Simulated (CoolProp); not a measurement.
Properties of R22 along the isobar 27.2 MPa (Tc = 96.1 °C, pc = 4.990 MPa, ω = 0.221).

Computed with CoolProp (reference Helmholtz-energy equation of state, Kamei 1995).

| T (°C) | phase | density (kg/m³) | isothermal compressibility (1/MPa) | expansivity (1/kK) | viscosity (µPa s) |
|---|---|---|---|---|---|
| 42.55 | liquid | 1251 | 0.002732 | 2.146 | 159 |
| 53.95 | liquid | … | 0.003114 | 2.240 | 145 |
| 65.45 | liquid | 1188 | 0.003565 | 2.342 | 132 |
| 76.95 | liquid | 1156 | … | 2.451 | 121 |
| 88.35 | liquid | 1123 | 0.004704 | 2.569 | 111 |
| 99.85 | supercritical | 1090 | 0.005428 | 2.695 | 102 |
| 111.35 | supercritical | 1056 | … | 2.830 | 94.6 |
| 122.75 | supercritical | 1021 | 0.007261 | 2.969 | 87.9 |
| 134.25 | supercritical | 986.3 | 0.008407 | 3.114 | 82.0 |
| 145.75 | supercritical | 950.8 | 0.009714 | 3.256 | 76.8 |
| 157.25 | supercritical | 915.2 | 0.01118 | … | 72.3 |
| 168.65 | supercritical | 879.9 | … | 3.508 | 68.4 |
| 180.15 | supercritical | … | 0.01446 | 3.605 | 65.1 |
| 191.65 | supercritical | 809.9 | 0.01623 | 3.675 | 62.0 |
| 203.05 | supercritical | 776.5 | 0.01799 | 3.713 | 59.1 |
| 214.55 | supercritical | 744.0 | 0.01973 | 3.720 | 56.3 |

**Question.** Fill in the missing entries.

**Answer.** 
- 53.95, density (kg/m³): 1220
- 76.95, isothermal compressibility (1/MPa): 0.004091
- 111.35, isothermal compressibility (1/MPa): 0.006278
- 157.25, expansivity (1/kK): 3.390
- 168.65, isothermal compressibility (1/MPa): 0.01276
- 180.15, density (kg/m³): 844.6

Viscosity comes from a separate model (Bell 2016), an estimate that may be off by 10 % or more.
